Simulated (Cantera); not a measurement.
A Cantera script and its output.

```python
import numpy as np
import cantera as ct

surf = ct.Interface("diamond.yaml", "diamond_100")
gas, bulk = surf.adjacent["gas"], surf.adjacent["diamond"]
k = surf.kinetics_species_index(bulk.species_names[0])
cover = ["c6HH", "c6H*", "c6*H", "c6**", "c6HM", "c6B"]

rows, drift = [], 0.0
print(f"{'T':>10s}{'um/h':>11s}" + "".join(f"{s:>11s}" for s in cover))
for v in [925, 975, 1025, 1075, 1125, 1175, 1225, 1275, 1325, 1375]:
    T, P, xH, xCH3 = v, 7700, 0.00084, 5.3e-05
    gas.TPX = T, P, {"H": xH, "CH3": xCH3, "CH4": 0.0073, "H2": 1 - xH - xCH3 - 0.0073}
    surf.TP = bulk.TP = T, P
    surf.coverages = "c6H*:0.1, c6HH:0.9"
    surf.advance_coverages(100.0)
    before = surf.coverages
    surf.advance_coverages(100.0)
    drift = max(drift, np.max(np.abs(surf.coverages - before) / (surf.coverages + 1e-9)))
    rate = surf.net_production_rates[k] * bulk.mean_molecular_weight / bulk.density * 3.6e9
    rows.append([rate, *surf[cover].coverages])
    print(f"{v:10.4g}{rate:11.4e}" + "".join(f"{x:11.3e}" for x in rows[-1][1:]))
```

It prints:

```
         T       um/h       c6HH       c6H*       c6*H       c6**       c6HM        c6B
       925 1.3451e+00  6.326e-01  1.151e-02  2.959e-01  4.860e-03  4.323e-02  3.650e-09
       975 1.6539e+00  5.961e-01  1.535e-02  3.375e-01  7.127e-03  3.287e-02  4.488e-09
      1025 1.7657e+00  5.623e-01  1.970e-02  3.763e-01  9.906e-03  2.261e-02  4.791e-09
      1075 1.5032e+00  5.320e-01  2.447e-02  4.114e-01  1.310e-02  1.270e-02  4.079e-09
      1125 1.0171e+00  5.042e-01  2.946e-02  4.408e-01  1.649e-02  5.586e-03  2.760e-09
      1175 6.4127e-01  4.789e-01  3.442e-02  4.630e-01  1.980e-02  2.088e-03  1.740e-09
      1225 4.5892e-01  4.575e-01  3.924e-02  4.787e-01  2.281e-02  7.379e-04  1.245e-09
      1275 3.9274e-01  4.409e-01  4.385e-02  4.888e-01  2.536e-02  2.609e-04  1.066e-09
      1325 3.5564e-01  4.295e-01  4.819e-02  4.942e-01  2.738e-02  9.351e-05  9.651e-10
      1375 2.8522e-01  4.228e-01  5.221e-02  4.956e-01  2.884e-02  3.396e-05  7.740e-10
```

Detailed kinetics in Cantera: the Harris–Goodwin 1993 mechanism for the reconstructed diamond (100) surface.
